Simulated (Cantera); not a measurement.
A Cantera script and what it prints.

```python
import numpy as np
import cantera as ct

gas_names = [...]  # 92 gases of nasa_gas.yaml made of C, H, N
cond_names = """
    C(gr) C6H6(L) C7H8(L) C8H18(L),n-octa
""".split()


# ... load() reads the species with a 1 bar reference pressure and builds the phases ...
atoms = {
    'C2H2': {'C': 2, 'H': 2},
    'H2': {'H': 2},
    'N2': {'N': 2},
}
top_T = {'C(gr)': 4500}  # K; cautious upper limits of use, not melting points


# ... equilibrate(T, P, feed) seeds the gas with the atoms and calls Mixture.equilibrate('TP', solver="vcs", rtol=1e-11, max_steps=5000) ...
results = []
feed = {'C2H2': 1, 'H2': 3, 'N2': 21}  # mol
P = 2200000  # Pa
for T in [650, 800, 950, 1100, 1250, 1400, 1550, 1700, 1850, 2000, 2150, 2300, 2450]:
    mix = equilibrate(T, P, feed)
    results.append((T, P, feed, dict(zip(mix.species_names, mix.species_moles))))
    x = sorted(zip(gas.X, gas.species_names), reverse=True)
    print(f"T = {T:g} K  P = {P:g} Pa  gas = {mix.phase_moles(0):.4g} mol")
    print("   x: " + "  ".join(f"{s} {v:.3e}" for v, s in x if v > 1e-06))
    print("   condensed (mol): " + ("  ".join(f"{mix.phase(i).name} {mix.phase_moles(i):.4g}"
          for i in range(1, mix.n_phases) if mix.phase_moles(i) > 1e-12) or "none"))
```

Result:

```
T = 650 K  P = 2.2e+06 Pa  gas = 23.13 mol
   x: N2 9.075e-01  CH4 8.016e-02  H2 1.183e-02  NH3 5.053e-04
   condensed (mol): C(gr) 0.1456
T = 800 K  P = 2.2e+06 Pa  gas = 23.53 mol
   x: N2 8.920e-01  CH4 6.169e-02  H2 4.567e-02  NH3 6.064e-04  C2H6 1.667e-06
   condensed (mol): C(gr) 0.5481
T = 950 K  P = 2.2e+06 Pa  gas = 24.16 mol
   x: N2 8.689e-01  H2 9.634e-02  CH4 3.423e-02  NH3 5.057e-04  C2H6 1.351e-06
   condensed (mol): C(gr) 1.173
T = 1100 K  P = 2.2e+06 Pa  gas = 24.64 mol
   x: N2 8.519e-01  H2 1.336e-01  CH4 1.410e-02  NH3 3.152e-04  HCN 7.499e-06
   condensed (mol): C(gr) 1.652
T = 1250 K  P = 2.2e+06 Pa  gas = 24.86 mol
   x: N2 8.446e-01  H2 1.498e-01  CH4 5.424e-03  NH3 1.789e-04  HCN 4.510e-05
   condensed (mol): C(gr) 1.864
T = 1400 K  P = 2.2e+06 Pa  gas = 24.94 mol
   x: N2 8.419e-01  H2 1.555e-01  CH4 2.299e-03  HCN 1.796e-04  NH3 1.059e-04  HNC 2.141e-06  C2H4 1.117e-06
   condensed (mol): C(gr) 1.938
T = 1550 K  P = 2.2e+06 Pa  gas = 24.97 mol
   x: N2 8.407e-01  H2 1.576e-01  CH4 1.111e-03  HCN 5.412e-04  NH3 6.754e-05  HNC 1.069e-05  H 2.666e-06  C2H2,acetylene 2.528e-06  C2H4 1.538e-06  CH3CN 1.247e-06
   condensed (mol): C(gr) 1.958
T = 1700 K  P = 2.2e+06 Pa  gas = 24.98 mol
   x: N2 8.398e-01  H2 1.581e-01  HCN 1.335e-03  CH4 6.024e-04  NH3 4.614e-05  HNC 3.993e-05  H 1.249e-05  C2H2,acetylene 1.161e-05  C2H4 1.968e-06  CH3CN 1.793e-06
   condensed (mol): C(gr) 1.95
T = 1850 K  P = 2.2e+06 Pa  gas = 24.99 mol
   x: N2 8.388e-01  H2 1.577e-01  HCN 2.831e-03  CH4 3.584e-04  HNC 1.198e-04  H 4.562e-05  C2H2,acetylene 4.126e-05  NH3 3.330e-05  CH3CN 2.410e-06  C2H4 2.391e-06  CH3 2.088e-06
   condensed (mol): C(gr) 1.915
T = 2000 K  P = 2.2e+06 Pa  gas = 25 mol
   x: N2 8.373e-01  H2 1.565e-01  HCN 5.338e-03  HNC 3.033e-04  CH4 2.287e-04  H 1.372e-04  C2H2,acetylene 1.202e-04  NH3 2.504e-05  CH3 3.968e-06  CH3CN 3.073e-06  C2H4 2.789e-06  C2N2 1.524e-06
   condensed (mol): C(gr) 1.847
T = 2150 K  P = 2.2e+06 Pa  gas = 25 mol
   x: N2 8.351e-01  H2 1.543e-01  HCN 9.160e-03  HNC 6.704e-04  H 3.531e-04  C2H2,acetylene 2.988e-04  CH4 1.537e-04  NH3 1.939e-05  CH3 6.802e-06  C2N2 5.634e-06  CH3CN 3.744e-06  C2H4 3.133e-06
   condensed (mol): C(gr) 1.735
T = 2300 K  P = 2.2e+06 Pa  gas = 25.01 mol
   x: N2 8.318e-01  H2 1.507e-01  HCN 1.455e-02  HNC 1.326e-03  H 8.010e-04  C2H2,acetylene 6.512e-04  CH4 1.070e-04  C2N2 1.752e-05  NH3 1.530e-05  CH3 1.068e-05  CH3CN 4.375e-06  C2H4 3.395e-06  CN 3.287e-06  C4H2 1.152e-06
   condensed (mol): C(gr) 1.566
T = 2450 K  P = 2.2e+06 Pa  gas = 25.02 mol
   x: N2 8.273e-01  H2 1.456e-01  HCN 2.163e-02  HNC 2.388e-03  H 1.634e-03  C2H2,acetylene 1.270e-03  CH4 7.597e-05  C2N2 4.731e-05  CH3 1.551e-05  CN 1.308e-05  NH3 1.217e-05  CH3CN 4.908e-06  C4H2 4.567e-06  C2H4 3.542e-06
   condensed (mol): C(gr) 1.329
```

Equilibrium computed with Cantera from the NASA thermochemical tables; the gas is ideal and each condensed phase is pure.
